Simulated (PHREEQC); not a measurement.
Phosphoric acid bath: an equilibrium model

Make-up at 30 °C: 0.029 mol KH2PO4 and 0.049 mol H2SO4 per kg of water. Closed to the air; pH follows from the charge balance.

All values are PHREEQC results (ion-association model, phreeqc.dat), not measurements.

Each row changes one thing in this solution. No solid was allowed to form.

| case | pH | ionic strength (mol/kgw) | K+ (mol/kgw) | H3PO4 (mol/kgw) | H2PO4- (mol/kgw) | HPO4-2 (mol/kgw) |
|---|---|---|---|---|---|---|
| as made | 1.45 | 0.0872 | 0.0277 | 0.0236 | 0.00542 | 1.97e-8 |
| KH2PO4 from 0.029 to 0.058 mol/kgw | 1.61 | 0.105 | 0.0549 | 0.0431 | 0.0149 | 8.36e-8 |
| diluted 10-fold with water | 2.21 | 0.0130 | 0.00285 | 0.00135 | 0.00155 | 2.25e-8 |
| H2SO4 left out | 4.61 | 0.0291 | 0.0290 | 9.46e-5 | 0.0288 | 0.000119 |
| H2SO4 replaced by Na2SO4 at the same molality | 4.57 | 0.159 | 0.0265 | 8.89e-5 | 0.0287 | 0.000161 |

Complexes and solids missing from the database can't appear.
